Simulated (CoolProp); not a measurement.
Vapour-liquid equilibrium of benzene (1) + o-xylene (2) at 222.25 °C; x and y are mole fractions of (1).

Model: multi-fluid Helmholtz-energy mixture model, Thol 2012 and Zhou 2012; pair parameters Bell 2016, in CoolProp.

Give the bubble pressure and the first vapour's composition at x = 0.2, 0.5, 0.725. Is there an azeotrope?

x = 0.2: 0.8039 MPa, y = 0.419; x = 0.5: 1.268 MPa, y = 0.744; x = 0.725: 1.609 MPa, y = 0.873. No azeotrope shows between x = 0.05 and 0.95.

Pair parameters are fitted to limited data, so mixtures are less certain than the pure fluids.
